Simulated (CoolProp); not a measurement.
R407C along the isobar 5.74 MPa: density (kg/m³) from the reference equation and from simpler models built on Tc = 86.2 °C, pc = 4.632 MPa, ω = 0.363; each cubic takes its own stable root.

Values from CoolProp's reference Helmholtz-energy equation of state, Lemmon 2003. It is a pseudo-pure fit of the blend.

```
T (°C)          phase  reference
------  -------------  ---------
-39.45         liquid       1381
-14.05         liquid       1304
11.25          liquid       1219
36.55          liquid       1121
61.85          liquid      995.6
87.15   supercritical      777.4
112.45  supercritical      288.5
137.85  supercritical      212.2
163.15  supercritical      178.4
188.45  supercritical      157.3
213.75  supercritical      142.3
```

Problem. How far does each simpler model (van der Waals, Redlich-Kwong, Soave-Redlich-Kwong, Peng-Robinson) lie from the reference over these 11 states: mean and median of the absolute difference, and the worst?

Solution. 
- van der Waals: mean 23.6 %, median 32.1 %, worst -40.6 % at -39.45 °C and 5.74 MPa
- Redlich-Kwong: mean 10.3 %, median 14.3 %, worst -19.6 % at 87.15 °C and 5.74 MPa
- Soave-Redlich-Kwong: mean 9.4 %, median 10.4 %, worst -20.0 % at 87.15 °C and 5.74 MPa
- Peng-Robinson: mean 2.4 %, median 1.1 %, worst -11.6 % at 87.15 °C and 5.74 MPa
